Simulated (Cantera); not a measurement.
## Chemical vapour transport: MgO + HI

Feed: 1 mol MgO, 0.4 mol HI, at 0.0133 bar.

Equilibrium computed with Cantera from the NASA thermochemical tables; the gas is ideal and each condensed phase is pure. Candidate condensed phases: H2O, I2, Mg, MgI2, MgO, Mg(OH)2; 20 gas species. Equilibrium is a limit: real reactors are often held back by kinetics, nucleation or transport.

From 1023 K to 1623 K the condensed part is MgO(s). The main Mg-bearing gas is MgI2 throughout.

| T (K) | x I | x HI | x H2 | x I2 | x H2O | x MgI2 | n MgO(s) |
|---|---|---|---|---|---|---|---|
| 1023 | 0.165 | 0.589 | 0.160 | 0.0775 | 0.00453 | 0.00453 | 0.998 |
| 1073 | 0.224 | 0.528 | 0.174 | 0.0618 | 0.00595 | 0.00595 | 0.997 |
| 1123 | 0.286 | 0.463 | 0.190 | 0.0466 | 0.00735 | 0.00735 | 0.997 |
| 1173 | 0.346 | 0.397 | 0.206 | 0.0336 | 0.00863 | 0.00863 | 0.996 |
| 1223 | 0.399 | 0.335 | 0.223 | 0.0234 | 0.00969 | 0.00969 | 0.995 |
| 1273 | 0.445 | 0.279 | 0.239 | 0.0160 | 0.0105 | 0.0105 | 0.995 |
| 1323 | 0.484 | 0.231 | 0.253 | 0.0109 | 0.0110 | 0.0110 | 0.994 |
| 1373 | 0.515 | 0.190 | 0.265 | 0.00739 | 0.0114 | 0.0114 | 0.994 |
| 1423 | 0.540 | 0.157 | 0.275 | 0.00504 | 0.0115 | 0.0115 | 0.994 |
| 1473 | 0.560 | 0.129 | 0.284 | 0.00348 | 0.0115 | 0.0115 | 0.994 |
| 1523 | 0.577 | 0.107 | 0.291 | 0.00243 | 0.0114 | 0.0113 | 0.994 |
| 1573 | 0.590 | 0.0896 | 0.296 | 0.00172 | 0.0113 | 0.0111 | 0.994 |
| 1623 | 0.600 | 0.0752 | 0.301 | 0.00123 | 0.0112 | 0.0107 | 0.994 |
x: gas mole fraction; n: condensed amount in mol.
